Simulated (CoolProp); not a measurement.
Ammonia at 512.24 K and 1.54 MPa flows at 3.1 m/s in a round tube of 4.6 mm bore and 1.5 µm roughness, fully developed (64/Re and Nu = 3.66 if laminar; Colebrook and Gnielinski if turbulent). Each further row changes one setting.

The numbers come from the reference Helmholtz-energy equation of state, Gao 2020 in CoolProp.

```
case              Reynolds number  Darcy friction factor  pressure drop (Pa/m)  heat-transfer coefficient (W/(m² K))  mass flow (kg/h)
----------------  ---------------  ---------------------  --------------------  ------------------------------------  ----------------
as stated                    4890                 0.0380                   250                                   210              1.17
velocity 6.2 m/s             9770                 0.0316                   830                                   390              2.33
diameter 9.2 mm              9770                 0.0313                   103                                   193              4.67
```

Viscosity comes from a separate model (Fenghour 1995). Thermal conductivity comes from a separate model (Tufeu 1984).
